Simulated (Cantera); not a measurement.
Cantera run:

```python
import numpy as np
import cantera as ct

gas_names = """
    CL CLO CL2 N NO NO2 NO3 N2 N2O O O2 O3 Si SiCL SiCL2 SiCL3 SiCL4 SiN SiO SiO2 Si2 Si2N Si3
""".split()
cond_names = """
    Si(cr) Si(L) SiO2(Lqz) SiO2(hqz) SiO2(L) Si2N2O(s) Si3N4(a)
""".split()


# ... load() reads the species with a 1 bar reference pressure and builds the phases ...
atoms = {
    'SiCl4': {'Si': 1, 'CL': 4},
    'O3': {'O': 3},
    'NO': {'N': 1, 'O': 1},
}
top_T = {'Si2N2O(s)': 2100, 'Si3N4(a)': 2400}  # K; cautious upper limits of use, not melting points


# ... equilibrate(T, P, feed) seeds the gas with the atoms and calls Mixture.equilibrate('TP', solver="vcs", rtol=1e-11, max_steps=5000) ...
results = []
feed = {'SiCl4': 1, 'O3': 0.34, 'NO': 10}  # mol
P = 1333.22  # Pa
for T in [650, 700, 750, 800, 850, 900, 950, 1000]:
    mix = equilibrate(T, P, feed)
    results.append((T, P, feed, dict(zip(mix.species_names, mix.species_moles))))
    x = sorted(zip(gas.X, gas.species_names), reverse=True)
    print(f"T = {T:g} K  P = {P:g} Pa  gas = {mix.phase_moles(0):.4g} mol")
    print("   x: " + "  ".join(f"{s} {v:.3e}" for v, s in x if v > 1e-06))
    print("   condensed (mol): " + ("  ".join(f"{mix.phase(i).name} {mix.phase_moles(i):.4g}"
          for i in range(1, mix.n_phases) if mix.phase_moles(i) > 1e-12) or "none"))
```

Output:

```
T = 650 K  P = 1333.22 Pa  gas = 11.51 mol
   x: N2 4.344e-01  O2 3.918e-01  CL2 1.738e-01
   condensed (mol): SiO2(Lqz) 1
T = 700 K  P = 1333.22 Pa  gas = 11.51 mol
   x: N2 4.344e-01  O2 3.918e-01  CL2 1.738e-01  CL 2.386e-06
   condensed (mol): SiO2(Lqz) 1
T = 750 K  P = 1333.22 Pa  gas = 11.51 mol
   x: N2 4.344e-01  O2 3.918e-01  CL2 1.738e-01  CL 9.793e-06
   condensed (mol): SiO2(Lqz) 1
T = 800 K  P = 1333.22 Pa  gas = 11.51 mol
   x: N2 4.344e-01  O2 3.918e-01  CL2 1.737e-01  CL 3.376e-05  NO 2.032e-06
   condensed (mol): SiO2(Lqz) 1
T = 850 K  P = 1333.22 Pa  gas = 11.51 mol
   x: N2 4.344e-01  O2 3.918e-01  CL2 1.737e-01  CL 1.008e-04  NO 4.559e-06
   condensed (mol): SiO2(hqz) 1
T = 900 K  P = 1333.22 Pa  gas = 11.51 mol
   x: N2 4.343e-01  O2 3.918e-01  CL2 1.736e-01  CL 2.668e-04  NO 9.351e-06  CLO 1.619e-06
   condensed (mol): SiO2(hqz) 1
T = 950 K  P = 1333.22 Pa  gas = 11.51 mol
   x: N2 4.343e-01  O2 3.917e-01  CL2 1.734e-01  CL 6.380e-04  NO 1.778e-05  CLO 3.307e-06
   condensed (mol): SiO2(hqz) 1
T = 1000 K  P = 1333.22 Pa  gas = 11.52 mol
   x: N2 4.341e-01  O2 3.915e-01  CL2 1.729e-01  CL 1.399e-03  NO 3.170e-05  CLO 6.287e-06
   condensed (mol): SiO2(hqz) 1
```

Method: chemical equilibrium by Gibbs-energy minimisation in Cantera with the NASA 1993 tables (ideal gas, pure condensed phases).
